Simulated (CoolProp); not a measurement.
Benzene at 298.15 K and 0.00791 MPa flows at 0.12 m/s in a round tube of 20 mm bore and 1.5 µm roughness, fully developed (64/Re and Nu = 3.66 if laminar; Colebrook and Gnielinski if turbulent). Each further row changes one setting.

Model: reference Helmholtz-energy equation of state, Thol 2012, in CoolProp.

```tsv
case	Reynolds number	Darcy friction factor	pressure drop (Pa/m)	heat-transfer coefficient (W/(m² K))	mass flow (kg/h)
as stated	79.4	0.806	0.0726	1.93	0.0340
velocity 0.24 m/s	159	0.403	0.145	1.93	0.0680
diameter 40 mm	159	0.403	0.0182	0.965	0.136
```

Viscosity comes from a separate model (Avgeri 2014). Thermal conductivity comes from a separate model (Assael 2012).
